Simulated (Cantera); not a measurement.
An isothermal, constant-pressure homogeneous reactor starts with 20.4 % CH4, 79.6 % CO2, at 1298 K and 7.90 bar.

Model: GRI-Mech 3.0 (53 species, 325 reactions), integrated in Cantera.

x: mole fraction; the columns are a selection and need not sum to one.

```json
[
 {"t (s)": "3.00e-5", "x CH4": "0.204", "x CO2": "0.796", "x H": "1.66e-10", "x CH3": "1.65e-7", "x O2": "<1e-12", "x CH2": "<1e-12", "x HO2": "<1e-12"},
 {"t (s)": "9.03e-5", "x CH4": "0.204", "x CO2": "0.796", "x H": "1.66e-10", "x CH3": "4.91e-7", "x O2": "<1e-12", "x CH2": "<1e-12", "x HO2": "<1e-12"},
 {"t (s)": "0.000272", "x CH4": "0.204", "x CO2": "0.796", "x H": "1.69e-10", "x CH3": "?", "x O2": "<1e-12", "x CH2": "<1e-12", "x HO2": "<1e-12"},
 {"t (s)": "0.000818", "x CH4": "0.204", "x CO2": "0.796", "x H": "1.76e-10", "x CH3": "2.15e-6", "x O2": "<1e-12", "x CH2": "<1e-12", "x HO2": "<1e-12"},
 {"t (s)": "0.00246", "x CH4": "0.204", "x CO2": "0.796", "x H": "1.81e-10", "x CH3": "2.26e-6", "x O2": "<1e-12", "x CH2": "<1e-12", "x HO2": "<1e-12"},
 {"t (s)": "0.00742", "x CH4": "0.204", "x CO2": "0.796", "x H": "1.95e-10", "x CH3": "2.38e-6", "x O2": "<1e-12", "x CH2": "<1e-12", "x HO2": "<1e-12"},
 {"t (s)": "0.0223", "x CH4": "0.204", "x CO2": "0.796", "x H": "2.44e-10", "x CH3": "2.70e-6", "x O2": "<1e-12", "x CH2": "<1e-12", "x HO2": "<1e-12"},
 {"t (s)": "0.0672", "x CH4": "0.204", "x CO2": "0.796", "x H": "4.42e-10", "x CH3": "3.35e-6", "x O2": "<1e-12", "x CH2": "<1e-12", "x HO2": "<1e-12"},
 {"t (s)": "0.202", "x CH4": "0.203", "x CO2": "0.796", "x H": "1.26e-9", "x CH3": "4.06e-6", "x O2": "<1e-12", "x CH2": "1.36e-12", "x HO2": "<1e-12"},
 {"t (s)": "0.609", "x CH4": "0.200", "x CO2": "0.794", "x H": "3.85e-9", "x CH3": "4.10e-6", "x O2": "<1e-12", "x CH2": "1.43e-12", "x HO2": "<1e-12"},
 {"t (s)": "1.83", "x CH4": "0.192", "x CO2": "0.786", "x H": "?", "x CH3": "?", "x O2": "<1e-12", "x CH2": "1.51e-12", "x HO2": "<1e-12"},
 {"t (s)": "5.52", "x CH4": "0.171", "x CO2": "0.754", "x H": "1.57e-8", "x CH3": "3.45e-6", "x O2": "<1e-12", "x CH2": "3.22e-12", "x HO2": "<1e-12"},
 {"t (s)": "16.6", "x CH4": "0.122", "x CO2": "0.667", "x H": "2.08e-8", "x CH3": "3.08e-6", "x O2": "<1e-12", "x CH2": "1.46e-11", "x HO2": "<1e-12"},
 {"t (s)": "50.0", "x CH4": "0.0662", "x CO2": "0.554", "x H": "5.65e-8", "x CH3": "2.92e-6", "x O2": "<1e-12", "x CH2": "2.98e-11", "x HO2": "<1e-12"}
]
```

**Question.** Some entries are withheld; supply them.

**Answer.** 
- 0.000272, x CH3: 1.31e-6
- 1.83, x H: 9.58e-9
- 1.83, x CH3: 3.77e-6
